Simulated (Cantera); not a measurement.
What does this Cantera script print?

```python
import numpy as np
import cantera as ct

gas = ct.Solution("gri30.yaml")
gas.TPX = 1525, 6700, {'CH4': 1, 'N2': 50}
inlet = ct.Reservoir(gas, clone=True)

reactor = ct.IdealGasConstPressureReactor(gas, energy="off", clone=False)
exhaust = ct.Reservoir(gas, clone=True)
tau = [1.2, 0.58, 0.28, 0.13, 0.064, 0.031, 0.015, 0.0071, 0.0034, 0.0017][0]
for a, b in ((inlet, reactor), (reactor, exhaust)):
    ct.MassFlowController(a, b, mdot=lambda t: reactor.mass / tau)
net = ct.ReactorNet([reactor])
show = ['CH4', 'H', 'C2H6', 'CH3', 'C2H2']

rows = []
print(f"{'tau/s':>10s}{'T/K':>9s}" + "".join(f"{s:>11s}" for s in show))
for tau in [1.2, 0.58, 0.28, 0.13, 0.064, 0.031, 0.015, 0.0071, 0.0034, 0.0017]:
    net.initial_time = 0.0
    net.advance(30 * tau)
    before = gas.X
    net.advance(40 * tau)
    drift = np.max(np.abs(gas.X - before) / (gas.X + 1e-9))
    rows.append([gas.T, *gas[show].X, drift])
    print(f"{tau:10.3e}{gas.T:9.1f}" + "".join(f"{x:11.3e}" for x in gas[show].X))
```

It prints:

```
     tau/s      T/K        CH4          H       C2H6        CH3       C2H2
 1.200e+00   1525.0  1.300e-02  3.908e-06  9.923e-06  1.016e-04  2.937e-03
 5.800e-01   1525.0  1.531e-02  2.577e-06  1.378e-05  1.184e-04  1.696e-03
 2.800e-01   1525.0  1.726e-02  1.405e-06  1.574e-05  1.253e-04  7.171e-04
 1.300e-01   1525.0  1.874e-02  5.106e-07  1.179e-05  1.081e-04  1.541e-04
 6.400e-02   1525.0  1.937e-02  1.513e-07  5.031e-06  7.137e-05  1.765e-05
 3.100e-02   1525.0  1.954e-02  5.430e-08  1.397e-06  3.881e-05  1.227e-06
 1.500e-02   1525.0  1.958e-02  3.175e-08  3.157e-07  1.967e-05  7.277e-08
 7.100e-03   1525.0  1.960e-02  2.623e-08  5.822e-08  9.496e-06  3.754e-09
 3.400e-03   1525.0  1.960e-02  2.486e-08  9.425e-09  4.574e-06  1.980e-10
 1.700e-03   1525.0  1.961e-02  2.432e-08  1.484e-09  2.282e-06  1.222e-11
```

Model: GRI-Mech 3.0 (53 species, 325 reactions), integrated in Cantera. GRI-Mech 3.0 stops at C3 and has no aromatics, soot or wall deposition, so with more carbon than oxygen in the feed, carbon stays in small species such as C2H2 where larger ones or solid carbon would form.
